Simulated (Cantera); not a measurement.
Ignition delay

Mixture: H2 : O2 : N2 = 1 : 0.602 : 5.9 (molar parts), equivalence ratio 0.83, at 590000 Pa, adiabatic and at constant pressure. Ignition delay is the time to a rise of 400 K.

Model: GRI-Mech 3.0 (53 species, 325 reactions), integrated in Cantera. The hydrogen kinetics of GRI-Mech 3.0 are dated; newer H2 mechanisms differ, most at raised pressure. Where the delays flatten at high temperature, the 400 K rule measures the pace of heat release, not the induction time.

```json
[
 {"T0 (K)": "1075", "delay (ms)": "2.34"},
 {"T0 (K)": "1125", "delay (ms)": "0.400"},
 {"T0 (K)": "1175", "delay (ms)": "0.0503"},
 {"T0 (K)": "1225", "delay (ms)": "0.0229"},
 {"T0 (K)": "1275", "delay (ms)": "0.0148"},
 {"T0 (K)": "1325", "delay (ms)": "0.0109"},
 {"T0 (K)": "1375", "delay (ms)": "0.00864"},
 {"T0 (K)": "1425", "delay (ms)": "0.00718"}
]
```

```
Item                                                    Value
--------------------------------------------------  ---------
apparent activation energy between 1325 and 1425 K  66 kJ/mol
```
